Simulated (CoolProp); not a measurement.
Saturation properties of CH2F2 (R32) (Tc = 351.3 K, pc = 5.783 MPa, ω = 0.277).

The numbers come from the reference Helmholtz-energy equation of state, Tillner-Roth 1997 in CoolProp.

```json
[
 {"T (K)": "169.9", "p (MPa)": "0.002827", "liquid density (kg/m³)": "1347", "surface tension (mN/m)": "31.4", "liquid conductivity (mW/(m K))": "226"},
 {"T (K)": "180.6", "p (MPa)": "0.007225", "liquid density (kg/m³)": "1320", "surface tension (mN/m)": "29.1", "liquid conductivity (mW/(m K))": "220"},
 {"T (K)": "191.4", "p (MPa)": "0.01648", "liquid density (kg/m³)": "1293", "surface tension (mN/m)": "26.8", "liquid conductivity (mW/(m K))": "214"},
 {"T (K)": "202.2", "p (MPa)": "0.03399", "liquid density (kg/m³)": "1265", "surface tension (mN/m)": "24.6", "liquid conductivity (mW/(m K))": "207"},
 {"T (K)": "212.9", "p (MPa)": "0.06406", "liquid density (kg/m³)": "1236", "surface tension (mN/m)": "22.4", "liquid conductivity (mW/(m K))": "199"},
 {"T (K)": "223.7", "p (MPa)": "0.1132", "liquid density (kg/m³)": "1207", "surface tension (mN/m)": "20.2", "liquid conductivity (mW/(m K))": "192"},
 {"T (K)": "234.5", "p (MPa)": "0.1885", "liquid density (kg/m³)": "1176", "surface tension (mN/m)": "18.1", "liquid conductivity (mW/(m K))": "184"},
 {"T (K)": "245.3", "p (MPa)": "0.2986", "liquid density (kg/m³)": "1145", "surface tension (mN/m)": "16.1", "liquid conductivity (mW/(m K))": "176"},
 {"T (K)": "256", "p (MPa)": "0.4512", "liquid density (kg/m³)": "1112", "surface tension (mN/m)": "14.1", "liquid conductivity (mW/(m K))": "168"},
 {"T (K)": "266.8", "p (MPa)": "0.6600", "liquid density (kg/m³)": "1077", "surface tension (mN/m)": "12.1", "liquid conductivity (mW/(m K))": "160"},
 {"T (K)": "277.6", "p (MPa)": "0.9354", "liquid density (kg/m³)": "1040", "surface tension (mN/m)": "10.2", "liquid conductivity (mW/(m K))": "151"},
 {"T (K)": "288.3", "p (MPa)": "1.286", "liquid density (kg/m³)": "1000", "surface tension (mN/m)": "8.39", "liquid conductivity (mW/(m K))": "142"},
 {"T (K)": "299.1", "p (MPa)": "1.733", "liquid density (kg/m³)": "957.0", "surface tension (mN/m)": "6.64", "liquid conductivity (mW/(m K))": "133"}
]
```

It boils at 221.5 K under 1 atm.

Thermal conductivity comes from a separate model (Huber 2003), an estimate that may be off by 10 % or more. Surface tension comes from a separate correlation (Mulero 2012).
